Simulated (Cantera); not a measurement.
An adiabatic, constant-volume homogeneous reactor starts with CH₄ : C₂H₆ : O₂ : N₂ = 1 : 0.15 : 1.94 : 7.3 (molar parts), equivalence ratio 1.3, at 1773 K and 48000 Pa. Integrator tolerance rtol = 1e-08.

Computed with Cantera and GRI-Mech 3.0 (53 species, 325 reactions).

Q: What does this change do: constant pressure in place of constant volume?

A: 
```
quantity                                                            before                                    after
---------------------------------  ---------------------------------------  ---------------------------------------
time of steepest temperature rise                                  60.7 µs                                  69.9 µs
temperature at 0.700 s                                              2936 K                                   2793 K
equilibrium temperature                                             2936 K                                   2793 K
x(CH₄) at 0.700 s                    <1e-12 (gas-phase equilibrium <1e-12)    <1e-12 (gas-phase equilibrium <1e-12)
x(C₂H₆) at 0.700 s                   <1e-12 (gas-phase equilibrium <1e-12)    <1e-12 (gas-phase equilibrium <1e-12)
x(O₂) at 0.700 s                   0.00949 (gas-phase equilibrium 0.00949)  0.00796 (gas-phase equilibrium 0.00796)
x(H₂O) at 0.700 s                      0.131 (gas-phase equilibrium 0.131)      0.141 (gas-phase equilibrium 0.141)
x(OH) at 0.700 s                     0.0250 (gas-phase equilibrium 0.0250)    0.0207 (gas-phase equilibrium 0.0207)
x(NO) at 0.700 s                   0.00836 (gas-phase equilibrium 0.00836)  0.00637 (gas-phase equilibrium 0.00637)
```

Q: What does this change do: initial temperature 1773 to 1548 K?

A: 
```
quantity                                                            before                                    after
---------------------------------  ---------------------------------------  ---------------------------------------
time of steepest temperature rise                                  60.7 µs                                 0.235 ms
temperature at 0.700 s                                              2936 K                                   2886 K
equilibrium temperature                                             2936 K                                   2886 K
x(CH₄) at 0.700 s                    <1e-12 (gas-phase equilibrium <1e-12)    <1e-12 (gas-phase equilibrium <1e-12)
x(C₂H₆) at 0.700 s                   <1e-12 (gas-phase equilibrium <1e-12)    <1e-12 (gas-phase equilibrium <1e-12)
x(O₂) at 0.700 s                   0.00949 (gas-phase equilibrium 0.00949)  0.00769 (gas-phase equilibrium 0.00769)
x(H₂O) at 0.700 s                      0.131 (gas-phase equilibrium 0.131)      0.141 (gas-phase equilibrium 0.141)
x(OH) at 0.700 s                     0.0250 (gas-phase equilibrium 0.0250)    0.0214 (gas-phase equilibrium 0.0214)
x(NO) at 0.700 s                   0.00836 (gas-phase equilibrium 0.00836)  0.00709 (gas-phase equilibrium 0.00709)
```
